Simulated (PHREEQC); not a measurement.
# Metal-bearing waste water: an equilibrium model

Consider water at 50 °C with 0.0052 mol FeCl3, 0.00748 mol NaH2PO4 and 4.3e-05 mol Na2SO4 per kg of water. Closed to the air; pH follows from the charge balance.

Model: ion-association model, wateq4f.dat, run in PHREEQC.

Precipitation was switched off in this run.

**Question.** Estimate the pH.

**Answer.** pH 3.24.

**Question.** In which forms is S present?

**Answer.** SO4-2 88 %, HSO4- 5.7 %, FeSO4+ 4.2 %, NaSO4- 2.1 % of the S.

Saturation is exceeded, for instance for Strengite, Hematite (slow to form); the values hold only as long as no solid forms. H3PO4, which wateq4f.dat lacks, is added to it with the constant of phreeqc.dat. Constants without temperature data keep their 25 °C values here.
